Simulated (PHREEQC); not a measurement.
Consider water at 25 °C with 0.033 mol/kgw HF, 4e-05 mol/kgw H2SiF6, 0.0027 mol/kgw HBF4 and 0.00032 mol/kgw HNO3. Closed to the air; pH follows from the charge balance.

The numbers come from PHREEQC with the ion-association model, phreeqc.dat.

| Quantity | Value |
|---|---|
| pH | 2.20 |
| ionic strength | 0.00686 mol/kgw |
| total alkalinity | -44.4 meq/kg |

```
species  molality  activity   log γ
-------  --------  --------  ------
HF         0.0290    0.0290   0.001
H+        0.00682   0.00631  -0.034
F-        0.00335   0.00307  -0.039
BF4-      0.00266   0.00244  -0.038
HF2-     0.000372  0.000341  -0.038
NO3-     0.000320  0.000293  -0.039
SiF6-2    4.00e-5   2.84e-5  -0.149
BF3OH-    3.38e-5   3.10e-5  -0.038
```

No solid was allowed to form. SiF6-2 is the database's only silicon fluoride. Real BF4- forms and hydrolyses slowly; the run takes it at equilibrium.
